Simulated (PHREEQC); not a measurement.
A solution holds 0.059 mol Cu(NO3)2, 0.00029 mol HNO3 and 0.029 mol H3BO3 per kg of water, at 20 °C. Closed to the air; pH follows from the charge balance.

The numbers come from PHREEQC with the ion-association model, phreeqc.dat.

### Question
The ionic strength comes out as 0.177 mol/kgw. What activity coefficients do NO3-, Cu+2, H+, CuOH+ get?

### Answer
NO3- 0.71, Cu+2 0.34, H+ 0.80, CuOH+ 0.73.

Precipitation was switched off in this run.
